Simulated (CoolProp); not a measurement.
Saturation properties of R1234ze(E).

The numbers come from the reference Helmholtz-energy equation of state, Thol 2016 in CoolProp.

```tsv
T (°C)	p (bar)	liquid density (kg/m³)	vapour density (kg/m³)	enthalpy of vaporisation (kJ/kg)	liquid conductivity (mW/(m K))
0.35	2.194	1239	11.86	184.0	82.9
5.45	2.635	1224	14.14	180.7	81.1
10.55	3.142	1209	16.75	177.3	79.3
15.65	3.719	1193	19.73	173.7	77.5
20.85	4.389	1177	23.21	170.0	75.6
25.95	5.130	1160	27.08	166.2	73.9
31.05	5.962	1143	31.47	162.2	72.2
36.15	6.893	1125	36.45	158.1	70.5
41.25	7.928	1107	42.08	153.7	68.8
46.45	9.101	1088	48.59	149.0	67.1
51.55	10.37	1068	55.84	144.2	65.5
```

It boils at -19.0 °C under 1 atm.

Thermal conductivity comes from a separate model (Perkins 2011).
